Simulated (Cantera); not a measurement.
A Cantera script and what it prints.

```python
import numpy as np
import cantera as ct

gas_names = [...]  # 110 gases of nasa_gas.yaml made of C, H, O
cond_names = """
    C(gr) C6H6(L) C7H8(L) C8H18(L),n-octa H2O(s) H2O(L)
""".split()


# ... load() reads the species with a 1 bar reference pressure and builds the phases ...
atoms = {
    'CO': {'C': 1, 'O': 1},
    'O2': {'O': 2},
    'H2': {'H': 2},
}
top_T = {'C(gr)': 4500}  # K; cautious upper limits of use, not melting points


# ... equilibrate(T, P, feed) seeds the gas with the atoms and calls Mixture.equilibrate('TP', solver="vcs", rtol=1e-11, max_steps=5000) ...
results = []
feed = {'CO': 1, 'O2': 0.01, 'H2': 39}  # mol
T = 2625  # K
P = 57  # Pa
mix = equilibrate(T, P, feed)
results.append((T, P, feed, dict(zip(mix.species_names, mix.species_moles))))
x = sorted(zip(gas.X, gas.species_names), reverse=True)
print(f"T = {T:g} K  P = {P:g} Pa  gas = {mix.phase_moles(0):.4g} mol")
print("   x: " + "  ".join(f"{s} {v:.3e}" for v, s in x if v > 1e-05))
print("   condensed (mol): " + ("  ".join(f"{mix.phase(i).name} {mix.phase_moles(i):.4g}"
      for i in range(1, mix.n_phases) if mix.phase_moles(i) > 1e-12) or "none"))
```

Result:

```
T = 2625 K  P = 57 Pa  gas = 66.04 mol
   x: H 7.881e-01  H2 1.964e-01  CO 1.514e-02  O 1.685e-04  H2O 6.837e-05  OH 6.514e-05
   condensed (mol): none
```

Cantera equilibrium calculation (NASA polynomials, part measured and part estimated; ideal gas, pure solids and liquids).
